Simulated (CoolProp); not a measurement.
The numbers come from the reference Helmholtz-energy equation of state, Guder 2009 in CoolProp.

Problem. Give the vapour pressure (kPa), liquid density (kg/m³), vapour Z, surface tension (mN/m) of saturated sulfur hexafluoride at 278.6 K.

Solution. 
```json
[
 {"T (K)": "278.6", "p (kPa)": "1450", "liquid density (kg/m³)": "1520", "vapour Z": "0.741", "surface tension (mN/m)": "3.84"}
]
```

Surface tension comes from a separate correlation (Mulero 2012).
